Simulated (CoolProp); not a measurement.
Computed with CoolProp (reference Helmholtz-energy equation of state, Lemmon 2006). It is a short technical equation, of lower accuracy than the large ones.

### Question
For toluene, give the phase and the cv (kJ/(kg K)), Joule-Thomson coefficient (K/MPa), conductivity (mW/(m K)) at 146.25 °C and 4.13 MPa.

### Answer
- 146.25 °C and 4.13 MPa: liquid; cv 1.64, Joule-Thomson coefficient -0.256, conductivity 101

Thermal conductivity comes from a separate model (Assael 2012).
